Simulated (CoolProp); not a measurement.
Properties of nitrous oxide along the isotherm 207.9 K.

Computed with CoolProp (reference Helmholtz-energy equation of state, Lemmon 2006). It is a short technical equation, of lower accuracy than the large ones.

```tsv
p (kPa)	phase	cp (kJ/(kg K))	cv (kJ/(kg K))	expansivity (1/kK)	fugacity coefficient
259	gas	0.8655	0.6279	5.664	0.9567
517	liquid	1.752	0.9326	2.757	0.6233
776	liquid	1.751	0.9327	2.750	0.4177
1030	liquid	1.750	0.9328	2.742	0.3164
1290	liquid	1.749	0.9330	2.734	0.2541
1550	liquid	1.747	0.9331	2.727	0.2127
1810	liquid	1.746	0.9332	2.719	0.1832
2070	liquid	1.745	0.9333	2.712	0.1611
2330	liquid	1.744	0.9334	2.704	0.1439
2590	liquid	1.742	0.9336	2.697	0.1302
2850	liquid	1.741	0.9337	2.690	0.1190
3100	liquid	1.740	0.9338	2.683	0.1100
3360	liquid	1.739	0.9339	2.676	0.1021
3620	liquid	1.738	0.9340	2.669	0.09528
```
